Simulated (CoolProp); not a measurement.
Vapour pressure (bar) of the fluoroketone C6F12O (FK-5-1-12): the reference equation beside estimates from Tc = 441.8 K, pc = 18.69 bar, ω = 0.471. Clausius-Clapeyron is anchored at 385.1 K with a constant enthalpy of vaporisation of 20.60 kJ/mol.

The numbers come from the reference Helmholtz-energy equation of state, McLinden 2015 in CoolProp.

| T (K) | reference | Lee-Kesler | Clausius-Clapeyron | Redlich-Kwong | Soave-Redlich-Kwong | Peng-Robinson |
|---|---|---|---|---|---|---|
| 352.5 | 2.603 | 2.605 | 3.276 | 4.510 | 2.621 | 2.596 |
| 357.9 | 3.020 | 3.021 | 3.643 | ? | 3.045 | 3.012 |
| 363.4 | 3.495 | 3.495 | 4.045 | 5.582 | 3.527 | 3.488 |
| 368.8 | 4.014 | 4.013 | 4.470 | 6.173 | 4.056 | 4.008 |
| 374.2 | 4.589 | 4.587 | ? | 6.805 | 4.643 | 4.587 |
| 379.7 | 5.238 | 5.233 | 5.421 | 7.492 | 5.305 | 5.240 |
| 385.1 | 5.940 | 5.933 | 5.940 | 8.211 | ? | 5.948 |
| 390.6 | 6.726 | 6.718 | 6.503 | 8.989 | 6.825 | 6.743 |
| 396 | 7.573 | 7.563 | 7.091 | 9.799 | 7.688 | 7.600 |
| 401.5 | 8.517 | 8.507 | 7.726 | 10.67 | 8.650 | 8.556 |
| 406.9 | 9.529 | 9.520 | ? | 11.58 | 9.679 | 9.582 |
| 412.3 | 10.63 | 10.63 | 9.081 | 12.54 | 10.80 | 10.70 |
| 417.8 | 11.86 | 11.86 | 9.829 | 13.56 | 12.03 | 11.94 |
| 423.2 | 13.17 | 13.17 | 10.60 | 14.62 | 13.34 | ? |

Question: What belongs in the gaps?

Answer: 
- 357.9, Redlich-Kwong: 5.021
- 374.2, Clausius-Clapeyron: 4.925
- 385.1, Soave-Redlich-Kwong: 6.022
- 406.9, Clausius-Clapeyron: 8.385
- 423.2, Peng-Robinson: 13.26

Absolute difference from the reference over all 14 rows, mean and median: Lee-Kesler 0.1 and 0.1 %, Clausius-Clapeyron 11.9 and 11.7 %, Redlich-Kwong 38.3 and 35.9 %, Soave-Redlich-Kwong 1.3 and 1.3 %, Peng-Robinson 0.3 and 0.3 %.
